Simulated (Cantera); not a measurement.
A freely propagating, adiabatic, planar premixed flame of 2.77 % CH4, 0.163 % C2H6, 3.87 % C3H8, 19.6 % O2, 73.6 % N2, equivalence ratio 1.3, unburnt at 625 K and 7.30 atm; mixture-averaged transport, grid criteria slope 0.08 and curve 0.16, no radiation.

Computed with Cantera and GRI-Mech 3.0 (53 species, 325 reactions). GRI-Mech 3.0 was tuned for natural gas; its chemistry of propane as a main component is partial and can be far from experiment. Burning velocities carry a grid error of a few per cent, more on coarse grids.

x: mole fraction of selected species; z is measured from the peak of heat release.

```
z (mm)   T (K)  u (m/s)       x CH4      x C2H6    x C3H8       x HCN     x CH2CO        x H2
-------  -----  -------  ----------  ----------  --------  ----------  ----------  ----------
-0.184     626    0.768      0.0276     0.00163    0.0386       <1e-8     6.57e-8     0.00271
-0.123     630    0.778      0.0274     0.00162    0.0385  (withheld)  (withheld)  (withheld)
-0.0920    647    0.802      0.0270     0.00162    0.0382     1.07e-7     6.59e-6      0.0112
-0.0613    739    0.928      0.0255     0.00167    0.0370     8.19e-7     6.75e-5      0.0188
-0.0307   1163     1.51      0.0200     0.00214    0.0246     6.02e-6    0.000705      0.0297
-0.0153   1562     2.09      0.0143     0.00175   0.00757     1.32e-5     0.00160      0.0352
0         1942     2.65     0.00610    0.000223  0.000147     2.55e-5     0.00119      0.0372
0.0153    2143     2.93     0.00128     4.76e-6   8.28e-8     3.64e-5    0.000208      0.0354
0.0307    2216     3.02  (withheld)  (withheld)     <1e-8  (withheld)  (withheld)      0.0341
0.0613    2262     3.07     7.43e-6       <1e-8     <1e-8     1.70e-5     7.90e-7      0.0343
0.123     2295     3.11     7.25e-8       <1e-8     <1e-8     5.24e-6       <1e-8      0.0352
0.245     2320     3.14       <1e-8       <1e-8     <1e-8     1.30e-6       <1e-8      0.0354
0.490     2335     3.15       <1e-8       <1e-8     <1e-8     3.21e-7       <1e-8      0.0354
```

### Question
Some entries are withheld; supply them.

### Answer

- -0.123, x HCN: 2.15e-8
- -0.123, x CH2CO: 1.11e-6
- -0.123, x H2: 0.00683
- 0.0307, x CH4: 0.000209
- 0.0307, x C2H6: 1.18e-7
- 0.0307, x HCN: 3.31e-5
- 0.0307, x CH2CO: 2.54e-5
